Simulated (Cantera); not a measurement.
A diamond (100) surface in a fixed gas of H2 with x(CH4) = 0.015, x(H) = 0.002, x(CH3) = 0.00047, at 1250 K; coverages are run to steady state.

Model: the Harris–Goodwin 1993 mechanism for the reconstructed diamond (100) surface, integrated in Cantera.

One state of this run: growth (µm/h) = 2.73; θ c6HH = 0.422; θ c6H* = 0.0428; θ c6*H = 0.498; θ c6** = 0.0300; θ c6HM = 0.00235. θ: site fractions in the mechanism's names (c6HH fully hydrogenated, c6H* and c6*H radical sites, c6** diradical, c6HM methylated).

Problem. Which value of P (Pa) does it belong to?
A) 4300
B) 1600
C) 390
D) 2600

Solution. A, 4300
